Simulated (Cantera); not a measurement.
Input: 1 mol AlCl₃, 0.75 mol N₂O, 48 mol N₂, at 36.0 Pa.

These are equilibrium values from Cantera (NASA tables, ideal gas, pure condensed phases), not measurements of a reactor. Candidate condensed phases: Al, AlCl₃, AlN, Al₂O₃; 24 gas species. The tables' values for AlCl₂ are old estimates; treat these amounts as uncertain. Equilibrium is a limit: real reactors are often held back by kinetics, nucleation or transport.

Task: At 1798 K, list the 4 most abundant gas species with their mole fractions, and the condensed phases.

Result: N₂ 0.951, Cl 0.0393, AlCl 0.00397, AlCl₃ 0.00359. Condensed: Al₂O₃(s).
